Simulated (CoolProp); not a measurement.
Model: reference Helmholtz-energy equation of state, Lemmon 2006, in CoolProp. It is a short technical equation, of lower accuracy than the large ones.

Task: Give the vapour pressure (MPa), vapour density (kg/m³) of saturated nitrous oxide at 259.1 K.

Result: 
```tsv
T (K)	p (MPa)	vapour density (kg/m³)
259.1	2.14	56.0
```
